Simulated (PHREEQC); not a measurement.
# Silver or lead bath (model solution)

Dissolve 1.1 mmol/kgw Ag2SO4 and 13 mmol/kgw HF at 90 °C. Closed to the air; pH follows from the charge balance.

Model: ion-association model, wateq4f.dat, run in PHREEQC.

Precipitation was switched off in this run.

Question: Estimate the pH, ionic strength.

Answer: pH 2.89; ionic strength 0.00425 mol/kgw.

Question: In which forms is F present?

Answer: HF 85 %, F- 13 %, HF2- 1.2 % of the F.

Constants without temperature data keep their 25 °C values here.
